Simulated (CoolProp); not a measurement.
Vapour-liquid equilibrium of dimethyl ether (1) + methanol (2) at 51.75 °C; x and y are mole fractions of (1).

Values from CoolProp's multi-fluid Helmholtz-energy mixture model, Wu 2011 and de Reuck 1993; pair parameters Bell 2016.

| x | bubble pressure (MPa) | y at the bubble point | dew pressure at overall composition x (MPa) | liquid density (mol/L) |
|---|---|---|---|---|
| 0.05 | [?] | 0.652 | 0.06324 | 23.09 |
| 0.2 | 0.4376 | 0.874 | [?] | 21.23 |
| 0.35 | [?] | 0.918 | 0.09198 | 19.53 |
| 0.5 | [?] | 0.939 | [?] | 17.95 |
| 0.65 | 0.8752 | 0.953 | 0.1682 | 16.48 |
| 0.8 | [?] | 0.969 | 0.2868 | 15.10 |
| 0.95 | 1.135 | 0.990 | [?] | 13.78 |

Q: Complete the blanks.

A: 
- 0.05, bubble pressure (MPa): 0.1691
- 0.2, dew pressure at overall composition x (MPa): 0.07500
- 0.35, bubble pressure (MPa): 0.6270
- 0.5, bubble pressure (MPa): 0.7630
- 0.5, dew pressure at overall composition x (MPa): 0.1189
- 0.8, bubble pressure (MPa): 0.9913
- 0.95, dew pressure at overall composition x (MPa): 0.8497

No azeotrope shows between x = 0.05 and 0.95.

The pair parameters rest on a limited set of measurements; away from them the model extrapolates. With so large a gap from Raoult's law the liquid may split in two, which this calculation doesn't test in full.
